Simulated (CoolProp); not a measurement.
Vapour pressure (bar) of R21: the reference equation beside estimates from Tc = 179.6 °C, pc = 52.89 bar, ω = 0.206. Clausius-Clapeyron is anchored at 23.35 °C with a constant enthalpy of vaporisation of 23.81 kJ/mol.

Values from CoolProp's reference Helmholtz-energy equation of state, Platzer 1990. This equation is an older, rougher fit; its heat capacities, sound speeds and derivatives of the liquid may be far off and weren't checked against measurements.

| T (°C) | reference | Clausius-Clapeyron | Peng-Robinson |
|---|---|---|---|
| 23.35 | 1.722 | 1.722 | 1.717 |
| 28.15 | 2.026 | 2.008 | 2.017 |
| 33.05 | 2.378 | 2.338 | 2.363 |
| 37.85 | 2.766 | 2.701 | 2.745 |
| 42.75 | 3.211 | 3.116 | 3.183 |
| 47.55 | 3.696 | 3.569 | 3.661 |
| 52.45 | 4.248 | 4.082 | 4.205 |
| 57.25 | 4.845 | 4.638 | 4.795 |
| 62.15 | 5.518 | 5.265 | 5.460 |
| 66.95 | 6.242 | 5.939 | 6.178 |
| 71.85 | 7.052 | 6.693 | 6.981 |
| 76.65 | 7.918 | 7.501 | 7.843 |
| 81.55 | 8.880 | 8.399 | 8.802 |
| 86.35 | 9.904 | 9.355 | 9.824 |
| 91.25 | 11.04 | 10.41 | 10.96 |

Absolute difference from the reference over all 15 rows, mean and median: Clausius-Clapeyron 3.7 and 4.3 %, Peng-Robinson 0.8 and 0.9 %.
